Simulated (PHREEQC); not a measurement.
PHREEQC input (ion-association model, wateq4f.dat):

```
SOLUTION_MASTER_SPECIES
  An  An-  0  An  62.0  # stands for a non-complexing anion
SOLUTION_SPECIES
  An- = An-
    -log_k 0
    -gamma 3.0 0
PHASES
  Fix_H+
    H+ = H+
    -log_k 0
SOLUTION 1
  temp 25
  units mmol/kgw
  pH 7 charge
  Cl 0.0866
  Sr 0.018
  Mn(2) 0.0043
  Pb 0.021
  Na 1
  An 1
END
SELECTED_OUTPUT 1
  -reset false
  -pH true
  -pe true
  -ionic_strength true
  -water true
  -totals Cl Mn Na Pb Sr Mn(2) Mn(3) Mn(6) Mn(7)
  -molalities Hfo_wOH Hfo_wOH2+ Hfo_wO- Hfo_sOH Hfo_sOH2+ Hfo_sO- Hfo_sOHSr+2 Hfo_wOSr+ Hfo_wOSrOH Hfo_sOPb+
    Hfo_wOPb+ Hfo_sOMn+ Hfo_wOMn+
  -saturation_indices Pyrochroite Pb(OH)2 Cotunnite Laurionite Halite
USER_PUNCH 1
  -headings sigma psi
  10 PUNCH EDL("sigma", "Hfo"), EDL("psi", "Hfo")
PRINT
  -reset false
USE solution 1
SURFACE 1
  Hfo_wOH 4.26966e-05 600 0.019
  Hfo_sOH 1.06742e-06
EQUILIBRIUM_PHASES 1
  Fix_H+ -4 HAn 10
    -force_equality true
END
# ... the last block is repeated for the other 12 points of pH, with NaOH or the acid as the point needs
```

Selected output (columns that matter, 13 of 13 rows; pH added in front):

```
pH	mu	Mn	Na	Pb	Sr	m_Hfo_wOH	m_Hfo_wOH2+	m_Hfo_wO-	si_Pyrochroite	si_Pb(OH)2	si_Cotunnite	si_Halite	sigma	psi
4	0.001239	4.3e-06	0.001	2.0379e-05	1.8e-05	2.6769e-05	1.4817e-05	1.108e-06	-12.634	-4.9108	-8.1508	-8.6791	0.12251	0.20982
4.5	0.0011645	4.3e-06	0.001	2.0012e-05	1.8e-05	3.0022e-05	1.0732e-05	1.924e-06	-11.632	-3.9169	-8.1559	-8.6781	0.083088	0.19147
5	0.0011397	4.3e-06	0.001	1.9807e-05	1.8e-05	3.1633e-05	8.09e-06	2.8335e-06	-10.631	-2.9212	-8.1598	-8.6777	0.054609	0.1705
5.5	0.0011288	4.3e-06	0.001	1.8942e-05	1.8e-05	3.1833e-05	6.0049e-06	3.866e-06	-9.631	-1.9419	-8.1804	-8.6776	0.035523	0.14874
6	0.0011225	4.2998e-06	0.0010073	1.5487e-05	1.8e-05	2.9095e-05	3.328e-06	5.8272e-06	-8.6308	-1.0343	-8.2725	-8.6743	0.02551	0.13201
6.5	0.0011172	4.2993e-06	0.0010195	1.0105e-05	1.8e-05	2.2114e-05	1.1689e-06	9.5845e-06	-7.6308	-0.2354	-8.4734	-8.6689	0.020995	0.12227
7	0.0011127	4.2979e-06	0.0010296	5.5921e-06	1.8e-05	1.4318e-05	3.4298e-07	1.3693e-05	-6.6309	0.4613	-8.7766	-8.6645	0.017437	0.11302
7.5	0.0011102	4.2936e-06	0.0010361	2.8336e-06	1.8e-05	8.8189e-06	1.0691e-07	1.6665e-05	-5.6315	1.0439	-9.1938	-8.6617	0.013665	0.10094
8	0.0011098	4.2757e-06	0.00104	1.4553e-06	1.8e-05	5.7112e-06	4.0516e-08	1.8443e-05	-4.6339	1.499	-9.7387	-8.66	0.0098725	0.085132
8.5	0.0011118	4.192e-06	0.0010439	8.4043e-07	1.8e-05	3.9681e-06	1.8489e-08	1.9509e-05	-3.6447	1.8539	-10.384	-8.6584	0.0065774	0.066353
9	0.0011186	3.864e-06	0.0010523	6.6595e-07	1.7998e-05	2.6986e-06	8.2243e-09	2.0285e-05	-2.687	2.2097	-11.028	-8.655	0.0041868	0.047682
9.5	0.0011403	3.1358e-06	0.0010767	9.4047e-07	1.7993e-05	1.6108e-06	2.8413e-09	2.092e-05	-1.7989	2.6651	-11.573	-8.6454	0.002644	0.032153
10	0.0012104	2.0027e-06	0.0011508	1.8472e-06	1.7975e-05	9.6953e-07	1.0101e-09	2.1318e-05	-1.0546	3.0931	-12.146	-8.6174	0.0013001	0.016102
```

Along this series the solution becomes supersaturated in solids that the run did not let form, among them Pb(OH)2.
